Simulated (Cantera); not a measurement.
An isothermal, constant-pressure homogeneous reactor starts with CO : O₂ : H₂O : N₂ = 0.006 : 0.0039 : 0.066 : 1 (molar parts), equivalence ratio 0.77, at 1348 K and 0.987 atm. Integrator tolerance rtol = 1e-08.

Model: GRI-Mech 3.0 (53 species, 325 reactions), integrated in Cantera.

What does this change do: temperature 1348 to 1423 K?


```
quantity                                              before                                      after
-----------------  -----------------------------------------  -----------------------------------------
x(CO) at 20.0 s      7.51e-8 (gas-phase equilibrium 7.60e-8)    2.82e-7 (gas-phase equilibrium 2.86e-7)
x(O₂) at 20.0 s    0.000838 (gas-phase equilibrium 0.000820)  0.000838 (gas-phase equilibrium 0.000810)
x(H₂O) at 20.0 s       0.0615 (gas-phase equilibrium 0.0615)      0.0615 (gas-phase equilibrium 0.0615)
x(OH) at 20.0 s      3.55e-6 (gas-phase equilibrium 3.53e-6)    7.63e-6 (gas-phase equilibrium 7.57e-6)
x(NO) at 20.0 s      2.21e-7 (gas-phase equilibrium 3.66e-5)    3.47e-7 (gas-phase equilibrium 5.58e-5)
x(CO₂) at 20.0 s     0.00559 (gas-phase equilibrium 0.00559)    0.00559 (gas-phase equilibrium 0.00559)
x(H₂O₂) at 20.0 s  1.39e-10 (gas-phase equilibrium 1.38e-10)  2.31e-10 (gas-phase equilibrium 2.27e-10)
```

What does this change do: temperature 1348 to 1475 K?


```tsv
quantity	before	after
x(CO) at 20.0 s	7.51e-8 (gas-phase equilibrium 7.60e-8)	6.50e-7 (gas-phase equilibrium 6.65e-7)
x(O₂) at 20.0 s	0.000838 (gas-phase equilibrium 0.000820)	0.000837 (gas-phase equilibrium 0.000801)
x(H₂O) at 20.0 s	0.0615 (gas-phase equilibrium 0.0615)	0.0615 (gas-phase equilibrium 0.0615)
x(OH) at 20.0 s	3.55e-6 (gas-phase equilibrium 3.53e-6)	1.24e-5 (gas-phase equilibrium 1.23e-5)
x(NO) at 20.0 s	2.21e-7 (gas-phase equilibrium 3.66e-5)	4.77e-7 (gas-phase equilibrium 7.29e-5)
x(CO₂) at 20.0 s	0.00559 (gas-phase equilibrium 0.00559)	0.00559 (gas-phase equilibrium 0.00559)
x(H₂O₂) at 20.0 s	1.39e-10 (gas-phase equilibrium 1.38e-10)	3.19e-10 (gas-phase equilibrium 3.12e-10)
```
